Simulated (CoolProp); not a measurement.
The numbers come from the reference Helmholtz-energy equation of state, Lemmon 2016 in CoolProp.

Task: Give the vapour pressure (MPa), liquid density (kg/m³), liquid cp (kJ/(kg K)), vapour Z of saturated R227EA at 265.4, 278.6 K.

Result: 
```csv
T (K),p (MPa),liquid density (kg/m³),liquid cp (kJ/(kg K)),vapour Z
265.4,0.145,1510,1.10,0.937
278.6,0.238,1470,1.13,0.911
```
